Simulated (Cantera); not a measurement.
A perfectly stirred reactor is fed with CH4 : C2H6 : C3H8 : O2 : N2 : H2O = 1 : 0.44 : 0.14 : 9.86 : 37.1 : 1.6 (molar parts), equivalence ratio 0.43, at 11.8 atm; it is adiabatic with a 398 K inlet, and is followed from long to short residence time, starting on the burning branch (τ in s: 0.42, 0.18, 0.074, 0.031, 0.013, 0.0055, 0.0023, 0.00098, 0.00041, 0.00017, 7.3e-05, 3.1e-05, 1.3e-05).

Detailed kinetics in Cantera: GRI-Mech 3.0 (53 species, 325 reactions). The pressure lies above the range GRI-Mech 3.0 was tuned for (to about 10 atm).

### Question
What does this change do: 0.25 parts H2 added?

### Answer
| quantity | before | after |
|---|---|---|
| blow-out, bracketed by the residence times tried | burning at 13.0 ms, out at 5.50 ms | burning at 13.0 ms, out at 5.50 ms |
| x(CH4) at τ = 0.420 s | 1.45e-5 | 8.75e-6 |
| x(C2H6) at τ = 0.420 s | 1.19e-6 | 7.30e-7 |
| x(C3H8) at τ = 0.420 s | 4.13e-7 | 2.55e-7 |
| x(CO) at τ = 0.420 s | 0.000211 | 0.000134 |
| x(CH2CO) at τ = 0.420 s | 2.90e-6 | 1.87e-6 |
| x(CH4) at τ = 2.30 ms | 0.0199 | 0.0198 |
| x(C2H6) at τ = 2.30 ms | 0.00878 | 0.00873 |
| x(C3H8) at τ = 2.30 ms | 0.00279 | 0.00278 |
| x(CO) at τ = 2.30 ms | <1e-12 | <1e-12 |
| x(CH2CO) at τ = 2.30 ms | <1e-12 | <1e-12 |

### Question
What does this change do: inlet temperature 398 to 475 K?

### Answer
```json
[
 {"quantity": "blow-out, bracketed by the residence times tried", "before": "burning at 13.0 ms, out at 5.50 ms", "after": "burning at 5.50 ms, out at 2.30 ms"},
 {"quantity": "x(CH4) at τ = 0.420 s", "before": "1.45e-5", "after": "5.32e-6"},
 {"quantity": "x(C2H6) at τ = 0.420 s", "before": "1.19e-6", "after": "4.65e-7"},
 {"quantity": "x(C3H8) at τ = 0.420 s", "before": "4.13e-7", "after": "1.63e-7"},
 {"quantity": "x(CO) at τ = 0.420 s", "before": "0.000211", "after": "8.90e-5"},
 {"quantity": "x(CH2CO) at τ = 0.420 s", "before": "2.90e-6", "after": "1.24e-6"},
 {"quantity": "x(CH4) at τ = 2.30 ms", "before": "0.0199", "after": "0.0199"},
 {"quantity": "x(C2H6) at τ = 2.30 ms", "before": "0.00878", "after": "0.00878"},
 {"quantity": "x(C3H8) at τ = 2.30 ms", "before": "0.00279", "after": "0.00279"},
 {"quantity": "x(CO) at τ = 2.30 ms", "before": "<1e-12", "after": "<1e-12"},
 {"quantity": "x(CH2CO) at τ = 2.30 ms", "before": "<1e-12", "after": "<1e-12"}
]
```
